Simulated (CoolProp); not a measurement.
Vapour-liquid equilibrium of R125 (1) + R245fa (2) at 280.3 K; x and y are mole fractions of (1).

The numbers come from the multi-fluid Helmholtz-energy mixture model, Lemmon 2005 and Akasaka 2015; pair parameters Bell 2016 in CoolProp.

**Question.** Give the bubble pressure and the first vapour's composition at x = 0.125, 0.2, 0.8. Is there an azeotrope?

**Answer.** x = 0.125: 1.740 bar, y = 0.614; x = 0.2: 2.311 bar, y = 0.726; x = 0.8: 6.692 bar, y = 0.967. No azeotrope shows between x = 0.05 and 0.95.

The pair parameters rest on a limited set of measurements; away from them the model extrapolates. The gap from Raoult's law changes sign with composition, which may be real or a fault of the pair parameters; it wasn't checked against measurements.
